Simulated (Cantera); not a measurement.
# Transport properties of process gases

Gas mixture: 100 % O2, at 20.0 Torr, frozen composition.

Cantera's kinetic-theory transport with the Lennard-Jones parameters of GRI-Mech 3.0, ideal gas; thermal conductivity in the mixture-averaged form.

```
T (K)  ρ (kg/m³)  cp (J/kg/K)  μ (µPa s)  λ (mW/m/K)     Pr  D (cm²/s) C2H2  D (cm²/s) H  D (cm²/s) CO2
-----  ---------  -----------  ---------  ----------  -----  --------------  -----------  -------------
400       0.0257        941.4       25.6        33.9  0.713            10.6         80.7           10.0
650       0.0158         1017       36.0        51.6  0.709            24.9          187           23.6
900       0.0114         1074       44.7        67.6  0.710            43.4          324           41.2
1150     0.00892         1109       52.5        82.2  0.708            65.6          488           62.3
1400     0.00733         1134       59.7        95.7  0.707            91.1          678           86.7
1650     0.00622         1155       66.4         108  0.707             120          891            114
```
D: mixture-averaged diffusion coefficient of that species in the mixture.
